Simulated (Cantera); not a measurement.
Feed: 1 mol CHF₃, 0.14 mol Si, held at 1.00 bar.

Equilibrium computed with Cantera from the NASA thermochemical tables; the gas is ideal and each condensed phase is pure. Candidate condensed phases: C, C₆H₆, C₇H₈, C₈H₁₈, Si, SiC; 113 gas species. Gases not in the tables: C₂F₆ and larger saturated fluorocarbons. The numbers say what is thermodynamically allowed, not how fast it happens.

**Question.** At 1050 °C, list the 3 most abundant gas species with their mole fractions, and the condensed phases.

**Answer.** HF 0.667, CF₄ 0.240, SiF₄ 0.0933. Condensed: C(graphite).
